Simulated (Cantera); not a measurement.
Feed: 1 mol Al, 0.014 mol HCl, 0.55 mol H2, equilibrated at 1252 °C and 130000 Pa.

Equilibrium computed with Cantera from the NASA thermochemical tables; the gas is ideal and each condensed phase is pure. Candidate condensed phases: Al, AlCl3; 12 gas species. The tables' values for AlCl2 are old estimates; treat these amounts as uncertain. Kinetics and transport are ignored.

Base state: H2 0.976, AlCl 0.0238, AlCl2 0.000252, HCl 0.000183, H 2.05e-5, AlCl3 1.90e-5, AlH 1.88e-5, Al 1.52e-5 (mole fractions); condensed: Al(l).

Problem. What changes in the equilibrium state with this change: Al replaced by AlN?

Solution. 
| species | before | after |
|---|---|---|
| H2 | 0.976 | 0.979 |
| HCl | 0.000183 | 0.0167 |
| AlCl3 | 1.90e-5 | 0.00234 |
| AlCl | 0.0238 | 0.000353 |
| N2 | 0 | 0.00152 |
| Al | 1.52e-5 | 2.47e-9 |
| AlH | 1.88e-5 | 3.06e-9 |
| Al(l), mol | 0.986 | 0 |
| AlN(s), mol | 0 | 0.998 |
Further candidate phases: AlN, NH4Cl.
